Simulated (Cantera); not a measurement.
Input (Python, Cantera):

```python
import numpy as np
import cantera as ct

gas = ct.Solution("gri30.yaml")
gas.TPX = 2075, 2666, {'CH4': 0.025, 'H2': 1, 'H': 0.019}
inlet = ct.Reservoir(gas, clone=True)

reactor = ct.IdealGasConstPressureReactor(gas, energy="off", clone=False)
exhaust = ct.Reservoir(gas, clone=True)
tau = [28, 8.9, 2.8, 0.89, 0.28, 0.089, 0.028, 0.0089, 0.0028, 0.00089][0]
for a, b in ((inlet, reactor), (reactor, exhaust)):
    ct.MassFlowController(a, b, mdot=lambda t: reactor.mass / tau)
net = ct.ReactorNet([reactor])
show = ['CH4', 'H2', 'H', 'C2H2', 'C2H4']

rows = []
print(f"{'tau/s':>10s}{'T/K':>9s}" + "".join(f"{s:>11s}" for s in show))
for tau in [28, 8.9, 2.8, 0.89, 0.28, 0.089, 0.028, 0.0089, 0.0028, 0.00089]:
    net.initial_time = 0.0
    net.advance(30 * tau)
    before = gas.X
    net.advance(40 * tau)
    drift = np.max(np.abs(gas.X - before) / (gas.X + 1e-9))
    rows.append([gas.T, *gas[show].X, drift])
    print(f"{tau:10.3e}{gas.T:9.1f}" + "".join(f"{x:11.3e}" for x in gas[show].X))
```

Output:

```
     tau/s      T/K        CH4         H2          H       C2H2       C2H4
 2.800e+01   2075.0  1.306e-04  9.722e-01  1.604e-02  1.161e-02  1.373e-06
 8.900e+00   2075.0  2.332e-04  9.723e-01  1.579e-02  1.155e-02  1.418e-06
 2.800e+00   2075.0  4.331e-04  9.727e-01  1.528e-02  1.142e-02  1.565e-06
 8.900e-01   2075.0  8.291e-04  9.733e-01  1.443e-02  1.118e-02  2.033e-06
 2.800e-01   2075.0  1.639e-03  9.739e-01  1.328e-02  1.069e-02  3.569e-06
 8.900e-02   2075.0  3.203e-03  9.741e-01  1.210e-02  9.762e-03  8.342e-06
 2.800e-02   2075.0  5.937e-03  9.734e-01  1.116e-02  8.146e-03  2.158e-05
 8.900e-03   2075.0  9.690e-03  9.715e-01  1.076e-02  5.909e-03  4.948e-05
 2.800e-03   2075.0  1.352e-02  9.688e-01  1.103e-02  3.551e-03  9.095e-05
 8.900e-04   2075.0  1.633e-02  9.662e-01  1.179e-02  1.722e-03  1.283e-04
```

Detailed kinetics in Cantera: GRI-Mech 3.0 (53 species, 325 reactions). GRI-Mech 3.0 stops at C3 and has no aromatics, soot or wall deposition, so with more carbon than oxygen in the feed, carbon stays in small species such as C2H2 where larger ones or solid carbon would form. Radical loss at walls, strong at low pressure, is not modelled.
